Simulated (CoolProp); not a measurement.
A simple Rankine cycle with cyclopropane: condensing at 313.15 K, boiler at 4.81 MPa, turbine inlet 429.4 K, turbine efficiency 0.8, pump efficiency 0.6, no recuperator. Each further row changes one setting.

Model: reference Helmholtz-energy equation of state, Polt 1992, in CoolProp. This equation is an older, rougher fit; its heat capacities, sound speeds and derivatives of the liquid may be far off and weren't checked against measurements.

| case | thermal efficiency (%) | net work (kJ/kg) | heat in (kJ/kg) | turbine exit temperature (K) | volume ratio over the turbine |
|---|---|---|---|---|---|
| as stated | 12.4 | … | 523 | 357.4 | … |
| turbine inlet 449.4 K | 12.6 | 72.5 | 576 | 381.8 | 4.58 |
| condensing temperature 305.15 K | 13.7 | 74.1 | 541 | 349.3 | 5.67 |
| boiler pressure 3.37 MPa | 10.2 | 56.9 | 555 | 379.2 | 3.14 |
| turbine efficiency 0.7 | … | … | 523 | 362.5 | 4.78 |

Question: Some entries are withheld; supply them.

Answer: 
- as stated, net work (kJ/kg): 64.8
- as stated, volume ratio over the turbine: 4.69
- turbine efficiency 0.7, thermal efficiency (%): 10.6
- turbine efficiency 0.7, net work (kJ/kg): 55.4
